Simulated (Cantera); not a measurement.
A perfectly stirred reactor is fed with 5.56 % C₃H₈, 19.9 % O₂, 74.6 % N₂, at 13.0 bar; it is adiabatic with a 725 K inlet, and is followed from long to short residence time, starting on the burning branch (τ in s: 0.48, 0.18, 0.067, 0.025, 0.0095, 0.0036, 0.0013, 0.0005, 0.00019, 7.1e-05, 2.7e-05).

Model: GRI-Mech 3.0 (53 species, 325 reactions), integrated in Cantera. GRI-Mech 3.0 was tuned for natural gas; its chemistry of propane as a main component is partial and can be far from experiment. The pressure lies above the range GRI-Mech 3.0 was tuned for (to about 10 atm).

Q: Predict: blow-out, bracketed by the residence times tried; x(C₃H₈) at τ = 0.480 s; x(O₂) at τ = 0.480 s; x(CO) at τ = 0.480 s; x(CO₂) at τ = 0.480 s; x(C₂H₂) at τ = 0.480 s; x(C₃H₈) at τ = 3.60 ms; x(O₂) at τ = 3.60 ms; x(CO) at τ = 3.60 ms; x(CO₂) at τ = 3.60 ms; x(C₂H₂) at τ = 3.60 ms.

A: 
```json
{
 "blow_out_bracketed_by_the_residence_times_tried": "burning at 27.0 µs, the shortest tried",
 "x(C₃H₈) at τ = 0.480 s": "6.62e-9",
 "x(O₂) at τ = 0.480 s": "9.15e-6",
 "x(CO) at τ = 0.480 s": "0.0941",
 "x(CO₂) at τ = 0.480 s": "0.0528",
 "x(C₂H₂) at τ = 0.480 s": "1.95e-6",
 "x(C₃H₈) at τ = 3.60 ms": "7.35e-7",
 "x(O₂) at τ = 3.60 ms": "0.000159",
 "x(CO) at τ = 3.60 ms": "0.0937",
 "x(CO₂) at τ = 3.60 ms": "0.0528",
 "x(C₂H₂) at τ = 3.60 ms": "0.000126"
}
```
